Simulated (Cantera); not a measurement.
Cantera run:

```python
import numpy as np
import cantera as ct

gas_names = """
    H HO2 H2 H2O H2O2 H2S H2SO4 O OH O2 O3 S SH SO SO2 SO3 S2 S2O S8
""".split()
cond_names = """
    H2O(s) H2O(L) H2SO4(L) S(cr1) S(cr2) S(L)
""".split()


# ... load() reads the species with a 1 bar reference pressure and builds the phases ...
atoms = {
    'S': {'S': 1},
    'H2': {'H': 2},
    'H2O': {'H': 2, 'O': 1},
}
top_T = {}  # K; cautious upper limits of use, not melting points


# ... equilibrate(T, P, feed) seeds the gas with the atoms and calls Mixture.equilibrate('TP', solver="vcs", rtol=1e-11, max_steps=5000) ...
results = []
T = 3400  # K
P = 101325  # Pa
for m in [0.098, 0.23, 0.36, 0.49, 0.62, 0.76, 0.89]:
    feed = {'S': 1, 'H2': 0.87, 'H2O': m}  # mol
    mix = equilibrate(T, P, feed)
    results.append((T, P, feed, dict(zip(mix.species_names, mix.species_moles))))

top = {s: max(r[3][s] / sum(r[3][g] for g in gas_names) for r in results) for s in gas_names}
cols = sorted((s for s in top if top[s] > 1e-05), key=lambda s: -top[s])[:5]
seen = [c for c in cond_names if any(r[3].get(c, 0) > 1e-12 for r in results)]
print("log10 of partial pressures in bar; condensed amounts in mol")
print(f"{'n(H2O)':>10s}" + "".join(f"{s[:9]:>10s}" for s in cols + seen))
for T, P, feed, n in results:
    ng = sum(n[g] for g in gas_names)
    print(f"{feed['H2O']:10.4g}" + "".join(f"{np.log10(max(n[s] / ng * P / 1e5, 1e-99)):10.3f}" for s in cols)
          + "".join(f"{n.get(c, 0):10.4g}" for c in seen))
```

Result:

```
log10 of partial pressures in bar; condensed amounts in mol
    n(H2O)        H2         H         S        SO        S2
     0.098    -0.508    -0.584    -0.661    -1.548    -1.027
      0.23    -0.507    -0.583    -0.716    -1.257    -1.137
      0.36    -0.506    -0.583    -0.767    -1.134    -1.238
      0.49    -0.507    -0.583    -0.816    -1.067    -1.335
      0.62    -0.508    -0.584    -0.862    -1.026    -1.427
      0.76    -0.510    -0.585    -0.909    -1.000    -1.522
      0.89    -0.512    -0.586    -0.951    -0.987    -1.607
```

These are equilibrium values from Cantera (NASA tables, ideal gas, pure condensed phases), not measurements of a reactor.
